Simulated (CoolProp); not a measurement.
Vapour-liquid equilibrium of R134a (1) + R124 (2) at 1720 kPa; x and y are mole fractions of (1).

Values from CoolProp's multi-fluid Helmholtz-energy mixture model, Tillner-Roth 1994 and de Vries 1995; pair parameters Bell 2016.

Question: Give the bubble temperature and the first vapour's composition at x = 0.2, 0.65, 0.875. Is there an azeotrope?

Answer: x = 0.2: 350.8 K, y = 0.265; x = 0.65: 339.9 K, y = 0.717; x = 0.875: 336.0 K, y = 0.902. No azeotrope shows between x = 0.05 and 0.95.

Pair parameters are fitted to limited data, so mixtures are less certain than the pure fluids.
